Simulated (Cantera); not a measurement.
Equilibrium for silicon epitaxy and polysilicon growth: SiH₂Cl₂ + Cl₂ + H₂ + HCl

Input: 1 mol SiH₂Cl₂, 0.1 mol Cl₂, 5.2 mol H₂, 0.084 mol HCl, held at 24.0 Torr.

Equilibrium computed with Cantera from the NASA thermochemical tables; the gas is ideal and each condensed phase is pure. Candidate condensed phases: Si; 19 gas species. The tables' values for SiCl₃ are old estimates; treat these amounts as uncertain. Rates play no part.

```csv
T (°C),x H₂,x HCl,x SiCl₂,x SiCl₄,x SiHCl₃,x SiCl₃,x SiH₂Cl₂,x H,n Si(s)
725,0.893,0.0237,0.00106,0.0633,0.0165,0.00166,0.000465,1.14e-8,0.433
775,0.885,0.0348,0.00255,0.0593,0.0154,0.00287,0.000456,4.06e-8,0.447
825,0.873,0.0487,0.00551,0.0537,0.0140,0.00459,0.000437,1.29e-7,0.460
875,0.859,0.0649,0.0108,0.0461,0.0122,0.00671,0.000406,3.71e-7,0.470
925,0.842,0.0825,0.0190,0.0368,0.0101,0.00889,0.000362,9.75e-7,0.472
975,0.825,0.0997,0.0302,0.0265,0.00773,0.0105,0.000306,2.37e-6,0.465
1025,0.809,0.114,0.0430,0.0169,0.00541,0.0110,0.000243,5.39e-6,0.449
1075,0.796,0.125,0.0551,0.00959,0.00347,0.0103,0.000183,1.15e-5,0.430
1125,0.788,0.131,0.0646,0.00494,0.00208,0.00864,0.000131,2.35e-5,0.413
1175,0.783,0.135,0.0714,0.00242,0.00120,0.00685,9.24e-5,4.56e-5,0.399
```
x: gas mole fraction; n: condensed amount in mol.

From 725 °C to 1175 °C the condensed part is Si(s). The main Si-bearing gas is SiCl₄ at 725 °C and SiCl₂ at 1175 °C. The share of Si in condensed phases is highest at 925 °C (47.2 %) and lowest at 1175 °C (39.9 %).
